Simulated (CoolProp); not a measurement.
50 sccm (0 °C, 1 atm) of nitrogen bubbles through liquid n-heptane at 352.4 K and leaves saturated at a total pressure of 0.15 MPa (ideal gas phase). Each further row changes one setting.

Computed with CoolProp (reference Helmholtz-energy equation of state, Span 2003). It is a short technical equation, of lower accuracy than the large ones.

| case | vapour pressure (kPa) | mole fraction of vapour | delivery (mg/min) | delivery (sccm) | change of delivery for a bath 1 K warmer (%) |
|---|---|---|---|---|---|
| as stated | 55.7 | 0.371 | 132 | 29.5 | 5.5 |
| bath temperature 357.4 K | 65.6 | 0.437 | 174 | 38.9 | 5.9 |
| total pressure 0.3 MPa | 55.7 | 0.186 | 50.9 | 11.4 | 4.2 |
